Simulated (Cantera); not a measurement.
A freely propagating, adiabatic, planar premixed flame of CH4 : O2 : N2 : H2 = 1 : 1.67 : 5.83 : 0.2 (molar parts), equivalence ratio 1.3, unburnt at 450 K and 390 Torr; mixture-averaged transport, grid criteria slope 0.08 and curve 0.16, no radiation.

Model: GRI-Mech 3.0 (53 species, 325 reactions), integrated in Cantera. Burning velocities carry a grid error of a few per cent, more on coarse grids.

Q: Predict: laminar burning velocity; thermal thickness; peak x(HCN); peak x(CO).

A: 
| Item | Result |
|---|---|
| laminar burning velocity | 98.0 cm/s |
| thermal thickness | 0.597 mm |
| peak x(HCN) | 1.66e-5 |
| peak x(CO) | 0.0731 |
